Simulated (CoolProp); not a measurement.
CH3F (R41) at 303.09 K and 12.8 MPa is throttled through a valve to 2.57 MPa with no heat exchange. Each further row changes one setting.

The numbers come from the reference Helmholtz-energy equation of state, Lemmon 2006 in CoolProp. It is a short technical equation, of lower accuracy than the large ones.

```tsv
case	temperature change (K)	final phase	final density (kg/m³)
as stated	(withheld)	(withheld)	(withheld)
outlet pressure 0.771 MPa	-61.7	two-phase, vapour fraction 0.353	42.1
outlet pressure 3.34 MPa	(withheld)	two-phase, vapour fraction 0.056	438
```

**Question.** Fill in the missing entries.

**Answer.** 
- as stated, temperature change (K): -21.2
- as stated, final phase: two-phase, vapour fraction 0.148
- as stated, final density (kg/m³): 251
- outlet pressure 3.34 MPa, temperature change (K): -10.7
